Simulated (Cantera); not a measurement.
A closed system holds: 1 mol Si, 24 mol CO, 68 mol H2, equilibrated at 1.50 mbar.

Cantera equilibrium calculation (NASA polynomials, part measured and part estimated; ideal gas, pure solids and liquids). Candidate condensed phases: C, C6H6, C7H8, C8H18, H2O, Si, SiC, SiO2; 123 gas species. Mutual solubility and eutectic melting of coexisting phases are not modelled. The tables hold silica as quartz up to 1696 K and as liquid above; real silica turns to tridymite and cristobalite and melts near 1996 K. Equilibrium is a limit: real reactors are often held back by kinetics, nucleation or transport.

x: gas mole fraction; n: condensed amount in mol.

```csv
T (K),x H2,x CO,x SiO,x H,x CH4,n C(graphite),n SiO2(β-quartz),n SiC(s)
1098,0.756,0.244,3.72e-9,5.55e-7,3.13e-5,2.00,1.00,0
1123,0.756,0.244,1.98e-8,9.56e-7,2.51e-5,2.00,1.000,0
1148,0.756,0.244,[?],[?],[?],2.00,1.000,0
1173,0.756,0.244,4.50e-7,2.65e-6,1.67e-5,2.00,1.000,0
1198,0.756,0.244,1.94e-6,4.27e-6,1.37e-5,2.00,1.000,0
1223,0.756,0.244,7.90e-6,6.75e-6,1.14e-5,2.00,0.999,0
1248,0.755,0.244,3.03e-5,1.05e-5,9.55e-6,2.00,0.997,0
1273,0.755,0.244,0.000110,1.60e-5,8.04e-6,1.99,0.990,0
1298,0.744,0.255,0.000292,2.39e-5,5.31e-6,0,0.316,0.658
1323,0.744,0.255,0.000677,3.53e-5,3.18e-6,0,0.292,0.646
1348,0.743,0.255,0.00152,5.15e-5,1.94e-6,0,0.240,0.620
1373,0.741,0.255,[?],[?],[?],0,[?],[?]
1398,0.739,0.255,0.00543,0.000105,8.64e-7,0,0,0.500
```

### Question
Some entries are withheld; supply them.

### Answer

- 1148, x SiO: 9.77e-8
- 1148, x H: 1.61e-6
- 1148, x CH4: 2.04e-5
- 1373, x SiO: 0.00331
- 1373, x H: 7.40e-5
- 1373, x CH4: 1.21e-6
- 1373, n SiO2(β-quartz): 0.131
- 1373, n SiC(s): 0.565
